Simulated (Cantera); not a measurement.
**B2O3 + N2 + H2 (boron, boron nitride and boron oxide)**

Feed: 1 mol B2O3, 33 mol N2, 0.49 mol H2, equilibrated at 2200 °C.

These are equilibrium values from Cantera (NASA tables, ideal gas, pure condensed phases), not measurements of a reactor. Candidate condensed phases: B, BN, B2O3, B3O3H3, H2O; 39 gas species. The numbers say what is thermodynamically allowed, not how fast it happens.

From 10.0 Pa to 100000 Pa nothing is condensed. The main B-bearing gas is BO at 10.0 Pa and B2O3 at 100000 Pa.

```tsv
P (Pa)	x N2	x BO	x H	x O	x B2O3	x BO2	x HBO2	x H2
10	0.895	0.0519	0.0261	0.0231	8.54e-5	0.00212	4.61e-5	0.000137
32	0.900	0.0480	0.0250	0.0183	0.000591	0.00497	0.000331	0.000403
100	0.910	0.0402	0.0222	0.0114	0.00253	0.00812	0.00150	0.000995
320	0.923	0.0298	0.0173	0.00517	0.00645	0.00872	0.00403	0.00194
1000	0.935	0.0211	0.0122	0.00176	0.0107	0.00657	0.00670	0.00302
3200	0.943	0.0151	0.00815	0.000446	0.0143	0.00382	0.00830	0.00428
10000	0.948	0.0111	0.00528	9.98e-5	0.0169	0.00196	0.00862	0.00560
32000	0.951	0.00793	0.00325	2.12e-5	0.0188	0.000954	0.00826	0.00679
100000	0.953	0.00543	0.00195	4.95e-6	0.0200	0.000476	0.00773	0.00764
```
x: gas mole fraction; nothing condenses.
